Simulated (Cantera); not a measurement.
**Moist CO burnout**

An isothermal, constant-pressure homogeneous reactor starts with CO : O₂ : H₂O : N₂ = 0.0072 : 0.0098 : 0.045 : 1 (molar parts), equivalence ratio 0.37, at 1048 K and 0.168 atm.

Cantera simulation using GRI-Mech 3.0 (53 species, 325 reactions); the numbers are that mechanism's predictions, not measurements.

```
t (s)        x CO     x O₂   x H₂O    x H₂O₂    x N₂O     x NO₂
--------  -------  -------  ------  --------  -------  --------
2.00e-5   0.00678  0.00923  0.0424    <1e-12   <1e-12    <1e-12
9.46e-5   0.00678  0.00923  0.0424    <1e-12   <1e-12    <1e-12
0.000447  0.00678  0.00923  0.0424    <1e-12   <1e-12    <1e-12
0.00211   0.00678  0.00923  0.0424    <1e-12   <1e-12    <1e-12
0.0100    0.00678  0.00923  0.0424    <1e-12   <1e-12    <1e-12
0.0473    0.00363  0.00788  0.0417   1.24e-7  1.12e-8  1.77e-12
0.224     7.15e-5  0.00590  0.0425   7.96e-8  2.84e-8  1.07e-10
1.06      2.60e-6  0.00586  0.0425   8.07e-9  3.22e-8  5.14e-10
5.00      6.70e-8  0.00586  0.0425  7.15e-10  3.29e-8  3.35e-10
```
x: mole fraction; the columns are a selection and need not sum to one.

Equilibrium at this temperature and pressure: CO 6.27e-11, O₂ 0.00585, H₂O 0.0425, H₂O₂ 6.79e-12, N₂O 3.37e-10, NO₂ 2.55e-8 (gas phase only).
